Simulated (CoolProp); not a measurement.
Model: reference Helmholtz-energy equation of state, Span 1996, in CoolProp.

Give the vapour pressure (MPa), liquid density (kg/m³), enthalpy of vaporisation (kJ/kg), liquid cp (kJ/(kg K)) of saturated carbon dioxide at -45.65, -31.95 °C.


```json
[
 {"T (°C)": "-45.65", "p (MPa)": "0.811", "liquid density (kg/m³)": "1140", "enthalpy of vaporisation (kJ/kg)": "332", "liquid cp (kJ/(kg K))": "1.99"},
 {"T (°C)": "-31.95", "p (MPa)": "1.34", "liquid density (kg/m³)": "1080", "enthalpy of vaporisation (kJ/kg)": "307", "liquid cp (kJ/(kg K))": "2.06"}
]
```
